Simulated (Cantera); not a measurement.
A perfectly stirred reactor is fed with CH₄ : C₂H₆ : C₃H₈ : O₂ : N₂ : H₂O = 1 : 0.56 : 0.77 : 14.7 : 55.4 : 3.9 (molar parts), equivalence ratio 0.53, at 0.612 atm; it is adiabatic with a 650 K inlet, and is followed from long to short residence time, starting on the burning branch (τ in s: 0.28, 0.096, 0.033, 0.011, 0.0039, 0.0013, 0.00046, 0.00016, 5.5e-05).

Detailed kinetics in Cantera: GRI-Mech 3.0 (53 species, 325 reactions). GRI-Mech 3.0 was tuned for natural gas; its chemistry of propane as a main component is partial and can be far from experiment.

**Question.** Predict: blow-out, bracketed by the residence times tried; x(CH₄) at τ = 0.280 s; x(C₂H₆) at τ = 0.280 s; x(C₃H₈) at τ = 0.280 s; x(CH₂CO) at τ = 0.280 s; x(HCO) at τ = 0.280 s; x(CH₄) at τ = 3.90 ms; x(C₂H₆) at τ = 3.90 ms; x(C₃H₈) at τ = 3.90 ms; x(CH₂CO) at τ = 3.90 ms; x(HCO) at τ = 3.90 ms.

**Answer.** 
```
Property                                                                         Value
------------------------------------------------  ------------------------------------
blow-out, bracketed by the residence times tried  burning at 0.460 ms, out at 0.160 ms
x(CH₄) at τ = 0.280 s                                                          1.48e-6
x(C₂H₆) at τ = 0.280 s                                                         1.73e-7
x(C₃H₈) at τ = 0.280 s                                                         2.28e-7
x(CH₂CO) at τ = 0.280 s                                                        7.24e-7
x(HCO) at τ = 0.280 s                                                          5.95e-9
x(CH₄) at τ = 3.90 ms                                                          2.34e-5
x(C₂H₆) at τ = 3.90 ms                                                         3.28e-6
x(C₃H₈) at τ = 3.90 ms                                                         4.43e-6
x(CH₂CO) at τ = 3.90 ms                                                        1.02e-5
x(HCO) at τ = 3.90 ms                                                          5.55e-7
```
